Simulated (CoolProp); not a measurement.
Vapour-liquid equilibrium of R134a (1) + isobutane (2) at 2.66 bar; x and y are mole fractions of (1).

Values from CoolProp's multi-fluid Helmholtz-energy mixture model, Tillner-Roth 1994 and Bücker 2006; pair parameters Bell 2016.

| x | bubble temperature (K) | y at the bubble point | dew temperature at overall composition x (K) | liquid density (mol/L) |
|---|---|---|---|---|
| 0.05 | ? | 0.261 | ? | 9.897 |
| 0.2 | 269.4 | 0.540 | ? | 10.33 |
| 0.35 | 266.5 | 0.616 | 277.1 | 10.67 |
| 0.5 | 265.6 | 0.647 | ? | 11.03 |
| 0.65 | 265.3 | 0.674 | 265.5 | 11.47 |
| 0.8 | 265.6 | ? | 266.7 | 12.01 |
| 0.95 | ? | 0.881 | 269.5 | 12.60 |

**Question.** Fill in the missing entries.

**Answer.** 
- 0.05, bubble temperature (K): 280.4
- 0.05, dew temperature at overall composition x (K): 287.5
- 0.2, dew temperature at overall composition x (K): 282.6
- 0.5, dew temperature at overall composition x (K): 271.1
- 0.8, y at the bubble point: 0.725
- 0.95, bubble temperature (K): 268.2

y crosses x between x = 0.65 and 0.8: the model has an azeotrope there.

The pair parameters rest on a limited set of measurements; away from them the model extrapolates. With so large a gap from Raoult's law the liquid may split in two, which this calculation doesn't test in full.
